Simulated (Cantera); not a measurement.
# Equilibrium for hydrogen reduction and annealing atmospheres: PbS + H2

Input: 1 mol PbS, a varied amount of H2, held at 1675 K and 47.0 Pa.

Method: chemical equilibrium by Gibbs-energy minimisation in Cantera with the NASA 1993 tables (ideal gas, pure condensed phases). Candidate condensed phases: Pb, PbS, S; 10 gas species. Rates play no part.

From 0.36 mol H2 to 12 mol H2 nothing is condensed. The main Pb-bearing gas is Pb throughout.

| n(H2) (mol) | x H2 | x Pb | x PbS | x S2 | x SH | x H2S | x H |
|---|---|---|---|---|---|---|---|
| 0.36 | 0.210 | 0.353 | 0.251 | 0.170 | 0.00569 | 0.00319 | 0.00246 |
| 0.56 | 0.292 | 0.320 | 0.217 | 0.153 | 0.00637 | 0.00421 | 0.00289 |
| 0.88 | 0.392 | 0.280 | 0.176 | 0.132 | 0.00686 | 0.00524 | 0.00335 |
| 1.4 | 0.503 | 0.234 | 0.134 | 0.109 | 0.00705 | 0.00611 | 0.00380 |
| 2.1 | 0.600 | 0.193 | 0.0988 | 0.0878 | 0.00692 | 0.00655 | 0.00415 |
| 3.3 | 0.698 | 0.149 | 0.0664 | 0.0663 | 0.00649 | 0.00663 | 0.00447 |
| 5.1 | 0.777 | 0.112 | 0.0427 | 0.0486 | 0.00586 | 0.00632 | 0.00472 |
| 8 | 0.842 | 0.0808 | 0.0258 | 0.0339 | 0.00509 | 0.00571 | 0.00491 |
| 12 | 0.885 | 0.0589 | 0.0157 | 0.0238 | 0.00438 | 0.00504 | 0.00504 |
x: gas mole fraction; nothing condenses.
